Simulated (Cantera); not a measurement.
Feed: 1 mol HCl, 1.4 mol H2O, held at 3350 K and 5.70 mbar.

Method: chemical equilibrium by Gibbs-energy minimisation in Cantera with the NASA 1993 tables (ideal gas, pure condensed phases). Candidate condensed phases: H2O; 14 gas species. The numbers say what is thermodynamically allowed, not how fast it happens.

Base state: H 0.593, O 0.219, Cl 0.161, H2 0.0117, OH 0.00732, HCl 0.00475, O2 0.00249, H2O 0.000342 (mole fractions); condensed: gas only.

### Question
What changes in the equilibrium state with this change: temperature from 3350 K to 3175 K?

### Answer
```
species    before    after
-------  --------  -------
H           0.593    0.568
O           0.219    0.209
Cl          0.161    0.161
H2         0.0117   0.0266
HCl       0.00475   0.0112
OH        0.00732   0.0164
H2O      0.000342  0.00204
O2        0.00249  0.00627
```
